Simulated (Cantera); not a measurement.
A closed system holds: 1 mol SiCl4, 0.22 mol C3H8, 25 mol H2, held at 1727 °C and 0.00133 bar.

These are equilibrium values from Cantera (NASA tables, ideal gas, pure condensed phases), not measurements of a reactor. Candidate condensed phases: C, C6H6, C7H8, C8H18, Si, SiC; 109 gas species. The tables' values for SiCl are old estimates; treat these amounts as uncertain. Gases not in the tables: Si2H6 and higher silanes. Rates play no part.

**Question.** What is the equilibrium state?

**Answer.** 
- x(H2) = 0.821
- x(HCl) = 0.122
- x(H) = 0.0404
- x(SiCl2) = 0.00632
- x(Si) = 0.00478
- x(Cl) = 0.00445
- x(SiCl) = 0.000696
- x(Si2C) = 0.000131
- x(SiH) = 0.000107
- n(SiC(s)) = 0.650 mol
- gas amount = 28.68 mol
- log10 activity of C(graphite) (absent) = -0.43
- log10 activity of Si(l) (absent) = -0.83
